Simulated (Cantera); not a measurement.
Ignition delay

Mixture: 13.0 % CH4, 0.492 % CO, 12.4 % O2, 69.7 % N2, 4.40 % CO2, equivalence ratio 2.1, at 101000 Pa, adiabatic and at constant pressure. Ignition delay is the time to a rise of 400 K.

Cantera simulation using GRI-Mech 3.0 (53 species, 325 reactions); the numbers are that mechanism's predictions, not measurements.

```csv
T0 (K),delay (ms)
1148,245
1248,58.0
1348,15.4
1448,4.51
1548,1.49
1648,0.567
1748,0.252
1848,0.128
1948,0.0723
```

| Property | Result |
|---|---|
| apparent activation energy between 1748 and 1948 K | 180 kJ/mol |
